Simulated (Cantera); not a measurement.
An isothermal, constant-pressure homogeneous reactor starts with C3H8 : H2 = 1 : 5.5 (molar parts), at 1650 K and 1.95 Torr. Integrator tolerance rtol = 1e-08.

Computed with Cantera and GRI-Mech 3.0 (53 species, 325 reactions). GRI-Mech 3.0 was tuned for natural gas; its chemistry of propane as a main component is partial and can be far from experiment. GRI-Mech 3.0 stops at C3 and has no aromatics, soot or wall deposition, so with more carbon than oxygen in the feed, carbon stays in small species such as C2H2 where larger ones or solid carbon would form. Radical loss at walls, strong at low pressure, is not modelled.

Q: What does this change do: pressure from 1.95 Torr to 1350 Torr?

A: 
```tsv
quantity	before	after
x(C3H8) at 2.00 s	6.62e-10 (gas-phase equilibrium <1e-12)	8.18e-8 (gas-phase equilibrium 8.18e-8)
x(H2) at 2.00 s	0.809 (gas-phase equilibrium 0.840)	0.785 (gas-phase equilibrium 0.785)
x(C2H) at 2.00 s	6.29e-7 (gas-phase equilibrium 1.35e-6)	3.99e-8 (gas-phase equilibrium 3.99e-8)
x(C2H6) at 2.00 s	4.82e-6 (gas-phase equilibrium 1.66e-10)	5.23e-5 (gas-phase equilibrium 5.23e-5)
x(CH4) at 2.00 s	0.0482 (gas-phase equilibrium 0.000155)	0.0841 (gas-phase equilibrium 0.0841)
x(C2H2) at 2.00 s	0.141 (gas-phase equilibrium 0.158)	0.119 (gas-phase equilibrium 0.119)
x(C2H4) at 2.00 s	0.000277 (gas-phase equilibrium 2.49e-5)	0.0121 (gas-phase equilibrium 0.0121)
```

Q: What does this change do: C3H8 1 to 0.72 parts?

A: 
| quantity | before | after |
|---|---|---|
| x(C3H8) at 2.00 s | 6.62e-10 (gas-phase equilibrium <1e-12) | 4.98e-10 (gas-phase equilibrium <1e-12) |
| x(H2) at 2.00 s | 0.809 (gas-phase equilibrium 0.840) | 0.842 (gas-phase equilibrium 0.869) |
| x(C2H) at 2.00 s | 6.29e-7 (gas-phase equilibrium 1.35e-6) | 5.03e-7 (gas-phase equilibrium 1.08e-6) |
| x(C2H6) at 2.00 s | 4.82e-6 (gas-phase equilibrium 1.66e-10) | 4.02e-6 (gas-phase equilibrium 1.45e-10) |
| x(CH4) at 2.00 s | 0.0482 (gas-phase equilibrium 0.000155) | 0.0441 (gas-phase equilibrium 0.000148) |
| x(C2H2) at 2.00 s | 0.141 (gas-phase equilibrium 0.158) | 0.112 (gas-phase equilibrium 0.129) |
| x(C2H4) at 2.00 s | 0.000277 (gas-phase equilibrium 2.49e-5) | 0.000227 (gas-phase equilibrium 2.10e-5) |
